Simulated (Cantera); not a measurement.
A perfectly stirred reactor is fed with H2 : O2 : N2 : H2O = 1 : 0.781 : 7.66 : 0.91 (molar parts), equivalence ratio 0.64, at 1.70 bar; it is adiabatic with a 425 K inlet, and is followed from long to short residence time, starting on the burning branch (τ in s: 0.1, 0.042, 0.017, 0.0068, 0.0027, 0.0011, 0.00045, 0.00018, 7.2e-05, 2.9e-05, 1.2e-05).

Computed with Cantera and the H2/O2 subset of GRI-Mech 3.0, which has no nitrogen chemistry.

| quantity | before | after |
|---|---|---|
| blow-out, bracketed by the residence times tried | burning at 42.0 ms, out at 17.0 ms | burning at 2.70 ms, out at 1.10 ms |
| x(H2) at τ = 0.100 s | 0.00195 | 0.000729 |
| x(O2) at τ = 0.100 s | 0.0294 | 0.0288 |
| x(H2O) at τ = 0.100 s | 0.192 | 0.193 |
| x(HO2) at τ = 0.100 s | 3.03e-5 | 1.47e-5 |
| x(H) at τ = 0.100 s | 4.36e-6 | 1.22e-5 |
| x(H2) at τ = 1.10 ms | 0.0966 | 0.0966 |
| x(O2) at τ = 1.10 ms | 0.0755 | 0.0755 |
| x(H2O) at τ = 1.10 ms | 0.0879 | 0.0879 |
| x(HO2) at τ = 1.10 ms | <1e-12 | <1e-12 |
| x(H) at τ = 1.10 ms | <1e-12 | <1e-12 |

Q: What was changed between the two runs?
A. pressure from 1.70 bar to 1.00 bar
B. N2 7.66 to 10 parts
C. inlet temperature 425 to 548 K
D. H2O 0.91 to 1.5 parts

A: A, pressure from 1.70 bar to 1.00 bar
